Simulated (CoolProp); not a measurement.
Model: reference Helmholtz-energy equation of state, Lemmon 2005, in CoolProp. It is a short technical equation, of lower accuracy than the large ones.

Problem. Give the vapour pressure (MPa), vapour Z, surface tension (mN/m) of saturated isobutene at 15.65 °C.

Solution. 
```
T (°C)  p (MPa)  vapour Z  surface tension (mN/m)
------  -------  --------  ----------------------
15.65     0.227     0.927                    12.9
```

Surface tension comes from a separate correlation (Mulero 2012).
